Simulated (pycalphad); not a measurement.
Source of the numbers: pycalphad with the COST 507 light-alloy database (1999); pressure 1 atm. The data set is of 1999 and partly superseded. Not assessed as a whole: an extrapolation from subsystems, which can miss ternary compounds. Phase fractions are per mole of atoms. Kinetics are ignored, which matters at the lower temperatures.

### Question
Give the equilibrium state of Ti-1.124Si-3.72Fe (wt.%) at 1650 K.

### Answer
bcc, fraction 0.967, with 1.0 Si, 3.6 Fe wt.%; liquid, fraction 0.033, with 4.1 Si, 8.0 Fe wt.%.

### Question
Give the equilibrium state of Ti-1.124Si-3.72Fe (wt.%) at 750 K.

### Answer
```
T = 750.00 K, P = 101325 Pa, N = 1 mol of atoms
G = -34424 J/mol, H = 7671 J/mol, S = 56.13 J/(mol K)  (SER reference)
chemical potentials (J/mol): Ti -29545, Si -216970, Fe -70390
phase             fraction      x(Ti)      x(Si)      x(Fe)
HCP_A3              0.8729     0.9962     0.0036   0.000191
SITI3               0.0639     0.7500     0.2500       none
FETI                0.0633     0.5000       none     0.5000
```

Database names, with the compositions (at.%) that they take in these runs: SITI3: Ti 75 Si 25; FETI: Ti 50 Fe 50. HCP_A3 is hcp. An entry "none" or "no" means that the model of the phase leaves that element out.
